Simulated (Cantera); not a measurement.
## Thermodynamics of silicon etching in halogen gases, feed Si + HBr + N2

Input: 1 mol Si, 10 mol HBr, 47 mol N2, at 1000 Pa.

Equilibrium computed with Cantera from the NASA thermochemical tables; the gas is ideal and each condensed phase is pure. Candidate condensed phases: Br2, Si, Si3N4; 28 gas species. N2 is the only nitrogen source here; it is nearly inert below about 1500 K, so the nitride shown seldom forms there in practice. The tables' values for SiBr3 are old estimates; treat these amounts as uncertain. The numbers say what is thermodynamically allowed, not how fast it happens.

```csv
T (K),x N2,x HBr,x H2,x SiBr4,x Br,x SiBr2,x SiBr3,n Si3N4(s)
975,0.831,0.143,0.0173,0.00862,2.63e-5,8.79e-7,5.03e-6,0.172
1025,0.830,0.144,0.0170,0.00849,6.63e-5,4.55e-6,1.38e-5,0.174
1075,0.830,0.144,0.0169,0.00836,0.000153,2.01e-5,3.42e-5,0.176
1125,0.830,0.144,0.0168,0.00819,0.000329,7.75e-5,7.79e-5,0.177
1175,0.830,0.144,0.0167,0.00793,0.000659,0.000264,0.000164,0.176
1225,0.829,0.144,0.0169,0.00747,0.00124,0.000798,0.000316,0.172
1275,0.828,0.143,0.0173,0.00663,0.00218,0.00214,0.000550,0.158
```
x: gas mole fraction; n: condensed amount in mol.

From 975 K to 1275 K the condensed part is Si3N4(s). The main Si-bearing gas is SiBr4 throughout. The share of Si in condensed phases is highest at 1125 K (53.0 %) and lowest at 1275 K (47.4 %).
